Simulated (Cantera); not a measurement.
Input: 1 mol SiO2, 1.8 mol F2, 1.2 mol O2, at 0.0120 Torr.

Cantera equilibrium calculation (NASA polynomials, part measured and part estimated; ideal gas, pure solids and liquids). Candidate condensed phases: Si, SiO2; 17 gas species. The tables hold silica as quartz up to 1696 K and as liquid above; real silica turns to tridymite and cristobalite and melts near 1996 K. Equilibrium is a limit: real reactors are often held back by kinetics, nucleation or transport.

Which condensed phases are stable at each of these points (T (K)): 625, 725, 825, 925, 1025, 1125, 1225, 1325, 1425, 1525, 1625?


| T (K) | condensed phases | Si condensed (%) |
|---|---|---|
| 625 | SiO2(α-quartz) | 10.0 |
| 725 | SiO2(α-quartz) | 10.0 |
| 825 | SiO2(α-quartz) | 10.0 |
| 925 | SiO2(β-quartz) | 10.0 |
| 1025 | SiO2(β-quartz) | 10.0 |
| 1125 | SiO2(β-quartz) | 10.0 |
| 1225 | SiO2(β-quartz) | 10.0 |
| 1325 | SiO2(β-quartz) | 10.0 |
| 1425 | SiO2(β-quartz) | 10.0 |
| 1525 | SiO2(β-quartz) | 10.0 |
| 1625 | SiO2(β-quartz) | 10.0 |

From 625 K to 825 K the condensed part is SiO2(α-quartz). From 925 K to 1625 K the condensed part is SiO2(β-quartz).
